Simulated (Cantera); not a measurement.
A perfectly stirred reactor is fed with CO : O2 : H2O : N2 = 0.0033 : 0.0073 : 0.0076 : 1 (molar parts), at 1000000 Pa; it is held at 1300 K, and followed from long to short residence time.

Model: GRI-Mech 3.0 (53 species, 325 reactions), integrated in Cantera.

Q: Predict: x(CO) at τ = 0.950 s; x(O2) at τ = 0.950 s; x(H2O) at τ = 0.950 s; x(NO) at τ = 0.950 s; x(HO2) at τ = 0.950 s; x(CO) at τ = 86.0 ms; x(O2) at τ = 86.0 ms; x(H2O) at τ = 86.0 ms; x(NO) at τ = 86.0 ms; x(HO2) at τ = 86.0 ms.

A: x(CO) at τ = 0.950 s: 4.33e-5
x(O2) at τ = 0.950 s: 0.00558
x(H2O) at τ = 0.950 s: 0.00747
x(NO) at τ = 0.950 s: 4.97e-8
x(HO2) at τ = 0.950 s: 2.57e-7
x(CO) at τ = 86.0 ms: 0.000293
x(O2) at τ = 86.0 ms: 0.00570
x(H2O) at τ = 86.0 ms: 0.00747
x(NO) at τ = 86.0 ms: 6.14e-8
x(HO2) at τ = 86.0 ms: 1.39e-6
